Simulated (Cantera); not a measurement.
An isothermal, constant-pressure homogeneous reactor starts with 1.67 % CH4, 98.3 % N2, at 1625 K and 10.00 Torr.

Computed with Cantera and GRI-Mech 3.0 (53 species, 325 reactions). GRI-Mech 3.0 stops at C3 and has no aromatics, soot or wall deposition, so with more carbon than oxygen in the feed, carbon stays in small species such as C2H2 where larger ones or solid carbon would form. Radical loss at walls, strong at low pressure, is not modelled.

One state of this run: x CH4 = 0.00155; x C2H6 = 1.32e-7; x H2 = 0.0222; x C2H2 = 0.00739; x CH3 = 6.76e-5; x CH2 = 1.31e-7. x: mole fraction; the columns are a selection and need not sum to one.

### Question
Which value of t (s) does it belong to?
(A) 0.000171
(B) 4.00
(C) 0.140
(D) 6.00e-6

### Answer
B, 4.00
